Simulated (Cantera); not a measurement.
# Transport properties of process gases

Gas mixture: 100 % NO, at 18.8 Torr, frozen composition.

Cantera's kinetic-theory transport with the Lennard-Jones parameters of GRI-Mech 3.0, ideal gas; thermal conductivity in the mixture-averaged form. The composition is frozen, though it would react at the higher temperatures.

```
T (K)  ρ (kg/m³)  cp (J/kg/K)  μ (µPa s)  λ (mW/m/K)     Pr  D (cm²/s) CH₃  D (cm²/s) CH₄  D (cm²/s) C₂H₂
-----  ---------  -----------  ---------  ----------  -----  -------------  -------------  --------------
400       0.0226        998.6       23.1        32.4  0.712           15.0           14.9            11.2
600       0.0150         1041       30.6        45.1  0.706           30.2           30.1            22.7
800       0.0113         1092       37.1        57.3  0.708           49.2           49.0            37.2
1000     0.00902         1133       42.9        68.6  0.709           71.6           71.2            54.2
1200     0.00752         1159       48.4        79.3  0.707           97.0           96.5            73.6
1400     0.00644         1181       53.4        89.4  0.706            125            125            95.2
1600     0.00564         1199       58.3        99.0  0.706            157            156             119
1800     0.00501         1213       62.9         108  0.706            190            189             145
2000     0.00451         1224       67.3         117  0.706            227            226             172
```
D: mixture-averaged diffusion coefficient of that species in the mixture.
